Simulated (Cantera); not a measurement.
A Cantera script and what it prints.

```python
import numpy as np
import cantera as ct

gas_names = """
    CL CL2 H HCL H2 N NH NH2 NH3 N2 N2H2 N2H4 Si SiCL SiCL2 SiCL3 SiCL4 SiH SiHCL3 SiH2 SiH2CL2 SiH3
    SiH3CL SiH4 SiN Si2 Si2N Si3
""".split()
cond_names = """
    NH4CL(a) NH4CL(b) Si(cr) Si(L) Si3N4(a)
""".split()


def load(file, names, dense=False):
    # The tables refer to 1 bar. Condensed volumes are neglected.
    table = {s.name: s for s in ct.Species.list_from_file(file)}
    out = []
    for n in names:
        d = dict(table[n].input_data)
        d["thermo"] = dict(d["thermo"], **{"reference-pressure": 1e5})
        if dense:
            d["equation-of-state"] = {"model": "constant-volume", "density": "1e6 g/cm^3"}
        out.append(ct.Species.from_dict(d))
    return out


gas = ct.Solution(thermo="ideal-gas", species=load("nasa_gas.yaml", gas_names))
cond = {s.name: ct.Solution(thermo="fixed-stoichiometry", species=[s], name=s.name)
        for s in load("nasa_condensed.yaml", cond_names, dense=True)}
atoms = {
    'SiHCl3': {'Si': 1, 'H': 1, 'CL': 3},
    'Cl2': {'CL': 2},
    'N2': {'N': 2},
}
top_T = {'Si3N4(a)': 2400}  # K; cautious upper limits of use, not melting points


def equilibrate(T, P, feed):
    n = {}
    for name, mol in feed.items():
        for a, k in atoms[name].items():
            n[a] = n.get(a, 0.0) + k * mol
    gas.TPX = T, P, n
    mass = sum(n.values()) * gas.mean_molecular_weight
    gas.equilibrate("TP")
    valid = [c for c in cond.values() if c.min_temp <= T <= top_T.get(c.name, c.max_temp)]
    mix = ct.Mixture([(gas, mass / gas.mean_molecular_weight)] + [(c, 0.0) for c in valid])
    mix.T, mix.P = T, P
    mix.equilibrate("TP", solver="vcs", rtol=1e-11, max_steps=5000)
    return mix


results = []
feed = {'SiHCl3': 1, 'Cl2': 0.58, 'N2': 33}  # mol
T = 1473.15  # K
P = 133.322  # Pa
mix = equilibrate(T, P, feed)
results.append((T, P, feed, dict(zip(mix.species_names, mix.species_moles))))
print(gas.report(threshold=1e-05))
for i in range(1, mix.n_phases):
    print(f"{mix.phase(i).name:16s} {mix.phase_moles(i):12.5e} mol")
```

Output:

```
       temperature   1473.2 K
          pressure   133.32 Pa
           density   0.00034187 kg/m^3
  mean mol. weight   31.408 kg/kmol
   phase of matter   gas

                          1 kg             1 kmol
                     ---------------   ---------------
          enthalpy        7.7093e+05        2.4214e+07  J
   internal energy        3.8096e+05        1.1965e+07  J
           entropy            9686.8        3.0425e+05  J/K
    Gibbs function       -1.3499e+07       -4.2399e+08  J
 heat capacity c_p            1148.5             36073  J/K
 heat capacity c_v             883.8             27758  J/K

                      mass frac. Y      mole frac. X     chem. pot. / RT
                     ---------------   ---------------   ---------------
                CL         0.0018113         0.0016048           -25.179
               HCL          0.033052          0.028474           -43.064
                H2        1.5995e-06        2.4919e-05            -35.77
                N2           0.83964           0.94137           -32.637
             SiCL2          0.030709          0.009744           -64.158
             SiCL3          0.025801          0.006028           -89.337
             SiCL4          0.068981          0.012753           -114.52
     [  +21 minor]        8.0134e-06        4.3111e-06

Si(cr)            0.00000e+00 mol
Si3N4(a)          0.00000e+00 mol
```

Equilibrium computed with Cantera from the NASA thermochemical tables; the gas is ideal and each condensed phase is pure. The tables' values for SiCl3 are old estimates; treat these amounts as uncertain.
